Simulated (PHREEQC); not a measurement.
A solution holds 0.013 mol/kgw HCl, 0.0052 mol/kgw LiCl and 0.0054 mol/kgw Fe2(SO4)3, at 20 °C. Closed to the air; pH follows from the charge balance.

All values are PHREEQC results (ion-association model, wateq4f.dat), not measurements.

| quantity | before | after |
|---|---|---|
| pH | 2.03 | 1.01 |
| FeSO4+ (mol/kgw) | 0.00827 | 0.00330 |
| SO4-2 (mol/kgw) | 0.00452 | 0.00234 |
| HSO4- (mol/kgw) | 0.00220 | 0.00848 |
| Fe+3 (mol/kgw) | 0.00116 | 0.00231 |
| SI of Hematite (Fe2O3) | +8.79 | +2.76 |

Question: Which change was made?
A. temperature from 20 to 70 °C
B. diluted 2-fold with water
C. HCl replaced by (CH3)4NCl at the same molality
D. LiCl replaced by CdCl2 at the same molality
E. HCl from 0.013 to 0.13 mol/kgw

Answer: E, HCl from 0.013 to 0.13 mol/kgw

Precipitation was switched off in this run. Some of these states are supersaturated (in Hematite (slow to form), Goethite (slow to form), for instance).
